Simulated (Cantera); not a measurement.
Cantera run, input and output.

```python
import numpy as np
import cantera as ct

gas = ct.Solution("gri30.yaml")
gas.TPX = 700, 95000, {'CH3OH': 1, 'O2': 1.8, 'N2': 8.42}
inlet = ct.Reservoir(gas, clone=True)
gas.equilibrate("HP")  # start burning
reactor = ct.IdealGasConstPressureReactor(gas, energy="on", clone=False)
exhaust = ct.Reservoir(gas, clone=True)
tau = [0.067, 0.029, 0.012, 0.0054, 0.0023, 0.001, 0.00043, 0.00019, 8.1e-05][0]
for a, b in ((inlet, reactor), (reactor, exhaust)):
    ct.MassFlowController(a, b, mdot=lambda t: reactor.mass / tau)
net = ct.ReactorNet([reactor])
show = ['CH3OH', 'O2', 'H2O', 'CH2', 'CH4', 'H2O2']

rows = []
print(f"{'tau/s':>10s}{'T/K':>9s}" + "".join(f"{s:>11s}" for s in show))
for tau in [0.067, 0.029, 0.012, 0.0054, 0.0023, 0.001, 0.00043, 0.00019, 8.1e-05]:
    net.initial_time = 0.0
    net.advance(30 * tau)
    before = gas.X
    net.advance(40 * tau)
    drift = np.max(np.abs(gas.X - before) / (gas.X + 1e-9))
    rows.append([gas.T, *gas[show].X, drift])
    print(f"{tau:10.3e}{gas.T:9.1f}" + "".join(f"{x:11.3e}" for x in gas[show].X))
```

It prints:

```
     tau/s      T/K      CH3OH         O2        H2O        CH2        CH4       H2O2
 6.700e-02   2141.1  1.476e-06  2.656e-02  1.664e-01  1.324e-08  3.360e-08  8.966e-08
 2.900e-02   2124.9  2.810e-06  2.732e-02  1.653e-01  2.229e-08  4.473e-08  1.025e-07
 1.200e-02   2096.5  5.226e-06  2.851e-02  1.634e-01  3.826e-08  6.012e-08  1.277e-07
 5.400e-03   2060.1  8.966e-06  2.997e-02  1.610e-01  7.080e-08  9.429e-08  1.638e-07
 2.300e-03   2011.1  1.614e-05  3.190e-02  1.579e-01  1.597e-07  1.954e-07  2.193e-07
 1.000e-03   1955.8  2.984e-05  3.411e-02  1.546e-01  3.750e-07  4.799e-07  2.941e-07
 4.300e-04   1895.8  5.995e-05  3.680e-02  1.513e-01  8.829e-07  1.354e-06  3.971e-07
 1.900e-04   1834.2  1.329e-04  4.052e-02  1.488e-01  1.984e-06  4.050e-06  5.398e-07
 8.100e-05   1746.5  4.321e-04  4.893e-02  1.467e-01  4.582e-06  1.617e-05  9.128e-07
```

Cantera simulation using GRI-Mech 3.0 (53 species, 325 reactions); the numbers are that mechanism's predictions, not measurements. GRI-Mech 3.0 was tuned for natural gas; its chemistry of methanol as a main component is partial and can be far from experiment.
